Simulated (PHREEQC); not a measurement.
**Nickel, zinc or cadmium bath**

Solution (25 °C and 500 atm): 170 mmol/kgw ZnCl2, 0.17 mmol/kgw Na2SO4 and 0.2 mmol/kgw H2SO4. Closed to the air; pH follows from the charge balance.

The numbers come from PHREEQC with the ion-association model, phreeqc.dat.

Precipitation was switched off in this run.

Estimate the pH.

pH 3.51.

In which forms is Zn present?

Zn+2 79 %, ZnCl+ 19 %, ZnCl3- 1.2 % of the Zn.

Species that the database lacks are ignored. Under pressure, the constants of complexes without a molar volume in the database are unreliable.
